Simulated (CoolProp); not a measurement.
Vapour-liquid equilibrium of n-pentane (1) + benzene (2) at 6.2 bar; x and y are mole fractions of (1).

Model: multi-fluid Helmholtz-energy mixture model, Thol 2019 and Thol 2012; pair parameters Bell 2016, in CoolProp.

```
x      bubble temperature (°C)  y at the bubble point  dew temperature at overall composition x (°C)  liquid density (mol/L)
-----  -----------------------  ---------------------  ---------------------------------------------  ----------------------
0.05                     147.0                  0.145                                          151.1                   9.221
0.125                    139.5                  0.310                                          147.9                   9.105
0.2                      133.4                  0.432                                          144.6              (withheld)
0.275                    128.5                  0.526                                          141.2                   8.826
0.35                     124.3                  0.602                                          137.6                   8.676
0.425                    120.7                  0.665                                          133.8                   8.522
0.5                      117.6                  0.719                                          129.9                   8.368
0.575                    114.7                  0.768                                          125.8              (withheld)
0.65                     112.1                  0.812                                          121.5                   8.064
0.725                    109.7                  0.854                                          117.2                   7.916
0.8                      107.5                  0.895                                     (withheld)                   7.772
0.875                    105.4                  0.934                                          108.6                   7.632
0.95                     103.3                  0.974                                          104.5              (withheld)
```

Question: Some entries are withheld; supply them.

Answer: 
- 0.2, liquid density (mol/L): 8.971
- 0.575, liquid density (mol/L): 8.215
- 0.8, dew temperature at overall composition x (°C): 112.8
- 0.95, liquid density (mol/L): 7.496

No azeotrope shows between x = 0.05 and 0.95.

Pair parameters are fitted to limited data, so mixtures are less certain than the pure fluids.
